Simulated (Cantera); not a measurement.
A closed system holds: 1 mol CF4, 0.058 mol H2, at 848 K and 1.00 bar.

Cantera equilibrium calculation (NASA polynomials, part measured and part estimated; ideal gas, pure solids and liquids). Candidate condensed phases: C, C6H6, C7H8, C8H18; 95 gas species. Condensed phases not in the tables: fluorocarbon polymer. Gases not in the tables: C2F6 and larger saturated fluorocarbons. The numbers say what is thermodynamically allowed, not how fast it happens.

Base state: CF4 0.893, HF 0.107 (mole fractions); condensed: C(graphite).

Q: What changes in the equilibrium state with this change: 0.43 mol HCl added?

A: 
```json
[
 {"species": "CF4", "before": "0.893", "after": "0.622"},
 {"species": "HCl", "before": "0", "after": "0.256"},
 {"species": "HF", "before": "0.107", "after": "0.103"},
 {"species": "CClF3", "before": "0", "after": "0.0120"},
 {"species": "Cl2", "before": "0", "after": "0.00697"},
 {"species": "CCl2F2", "before": "0", "after": "0.000373"},
 {"species": "CCl3F", "before": "0", "after": "1.31e-5"},
 {"species": "C(graphite), mol", "before": "0.0290", "after": "0.0343"}
]
```

Q: What changes in the equilibrium state with this change: H2 from 0.058 to 5.3 mol?

A: 
```json
[
 {"species": "HF", "before": "0.107", "after": "0.588"},
 {"species": "H2", "before": "<1e-9", "after": "0.338"},
 {"species": "CH4", "before": "<1e-9", "after": "0.0734"},
 {"species": "CF4", "before": "0.893", "after": "<1e-9"},
 {"species": "H2F2", "before": "8.43e-7", "after": "2.56e-5"},
 {"species": "C(graphite), mol", "before": "0.0290", "after": "0.501"}
]
```

Q: What changes in the equilibrium state with this change: H2 from 0.058 to 1.2 mol?

A: 
```
species            before    after
----------------  -------  -------
HF                  0.107    0.857
CF4                 0.893    0.143
H2F2              8.43e-7  5.44e-5
C(graphite), mol   0.0290    0.600
```
